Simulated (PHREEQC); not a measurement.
Dissolve 0.095 mol KOH and 0.0026 mol Na2SiO3 per kg of water at 25 °C. Closed to the air; pH follows from the charge balance.

Computed with PHREEQC (ion-association model, phreeqc.dat).

```tsv
quantity	before	after
pH	12.86	13.02
H3SiO4- (mol/kgw)	0.00131	0.00102
H2SiO4-2 (mol/kgw)	0.00129	0.00158
H4SiO4 (mol/kgw)	9.17e-7	4.74e-7
SI of Quartz (SiO2)	-2.04	-2.32
```

### Question
Name the change that produced these shifts.
A. KOH from 0.095 to 0.019 mol/kgw
B. diluted 10-fold with water
C. KOH from 0.095 to 0.19 mol/kgw
D. KOH from 0.095 to 0.143 mol/kgw

### Answer
D, KOH from 0.095 to 0.143 mol/kgw

Precipitation was switched off in this run.
